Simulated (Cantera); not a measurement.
A closed system holds: 1 mol Hg, 0.19 mol H2, 0.011 mol O2, equilibrated at 1250 °C and 82.5 Torr.

Cantera equilibrium calculation (NASA polynomials, part measured and part estimated; ideal gas, pure solids and liquids). Candidate condensed phases: H2O, Hg, HgO; 10 gas species. Kinetics and transport are ignored.

Base state: Hg 0.840, H2 0.141, H2O 0.0185, H 2.62e-5 (mole fractions); condensed: gas only.

### Question
What changes in the equilibrium state with this change: O2 from 0.011 to 0.14 mol?

### Answer
| species | before | after |
|---|---|---|
| Hg | 0.840 | 0.810 |
| H2O | 0.0185 | 0.154 |
| O2 | <1e-9 | 0.0364 |
| H2 | 0.141 | 6.24e-6 |
| OH | 1.06e-7 | 0.000133 |
| H | 2.62e-5 | 1.74e-7 |
